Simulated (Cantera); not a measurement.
Feed: 1 mol SiC, 0.2 mol Si, 0.044 mol N2, equilibrated at 1773.15 K and 0.00133 bar.

These are equilibrium values from Cantera (NASA tables, ideal gas, pure condensed phases), not measurements of a reactor. Candidate condensed phases: C, Si, SiC, Si3N4; 20 gas species. Mutual solubility and eutectic melting of coexisting phases are not modelled. The tables' values for SiN are old estimates; treat these amounts as uncertain. Kinetics and transport are ignored.

Base state: N2 0.998, Si 0.00160, Si2N 4.65e-5, SiN 2.80e-5, Si2C 1.47e-5 (mole fractions); condensed: Si(l) + SiC(s).

### Question
What changes in the equilibrium state with this change: temperature from 1773.15 K to 2300 K?

### Answer
```csv
species,before,after
Si,0.00160,0.699
N2,0.998,0.223
Si2C,1.47e-5,0.0568
Si2,8.91e-6,0.0135
SiC2,9.00e-9,0.00199
SiC,<1e-9,1.52e-5
CN,1.16e-8,3.14e-5
"Si(l), mol",0.200,0.0446
"SiC(s), mol",1.000,0.988
```
